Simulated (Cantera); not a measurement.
Charge: 1 mol Si₂H₆, 0.12 mol HCl, 130 mol N₂, held at 0.170 bar.

These are equilibrium values from Cantera (NASA tables, ideal gas, pure condensed phases), not measurements of a reactor. Candidate condensed phases: NH₄Cl, Si, Si₃N₄; 28 gas species. The feed counts by its element totals alone. N₂ is the only nitrogen source here; it is nearly inert below about 1500 K, so the nitride shown seldom forms there in practice. Rates play no part. All values below are at 1398 K.

Base state: N₂ 0.976, H₂ 0.0228, HCl 0.000910 (mole fractions); condensed: Si₃N₄(s).

Problem. What changes in the equilibrium state with this change: Si₂H₆ replaced by SiH₂Cl₂?

Solution. 
| species | before | after |
|---|---|---|
| N₂ | 0.976 | 0.985 |
| HCl | 0.000910 | 0.0128 |
| H₂ | 0.0228 | 0.00167 |
| SiCl₄ | <1e-9 | 0.000537 |
| SiCl₃ | 1.39e-9 | 0.000193 |
| SiCl₂ | 1.10e-7 | 0.000296 |
| Si₃N₄(s), mol | 0.667 | 0.288 |
The tables' values for SiCl₃ are old estimates; treat these amounts as uncertain.
